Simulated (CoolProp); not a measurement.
Properties of nitrogen along the isobar 0.153 MPa (Tc = 126.2 K, pc = 3.396 MPa, ω = 0.037).

Values from CoolProp's reference Helmholtz-energy equation of state, Span 2000.

| T (K) | phase | viscosity (µPa s) | conductivity (mW/(m K)) | fugacity coefficient |
|---|---|---|---|---|
| 79.3 | liquid | ? | ? | ? |
| 118.1 | gas | 8.15 | ? | 0.9819 |
| 156.9 | gas | 10.5 | 14.6 | 0.9924 |
| 195.7 | gas | 12.7 | ? | 0.9964 |
| 234.5 | gas | 14.7 | ? | 0.9983 |
| 273.3 | gas | 16.6 | 24.0 | 0.9993 |
| 312.1 | gas | ? | 26.9 | 0.9999 |
| 350.9 | gas | ? | 29.6 | 1.000 |

### Question
Some entries are withheld; supply them.

### Answer

- 79.3, viscosity (µPa s): 149
- 79.3, conductivity (mW/(m K)): 141
- 79.3, fugacity coefficient: 0.7893
- 118.1, conductivity (mW/(m K)): 11.1
- 195.7, conductivity (mW/(m K)): 18.0
- 234.5, conductivity (mW/(m K)): 21.1
- 312.1, viscosity (µPa s): 18.4
- 350.9, viscosity (µPa s): 20.2

Viscosity comes from a separate model (Lemmon 2004). Thermal conductivity comes from a separate model (Lemmon 2004).
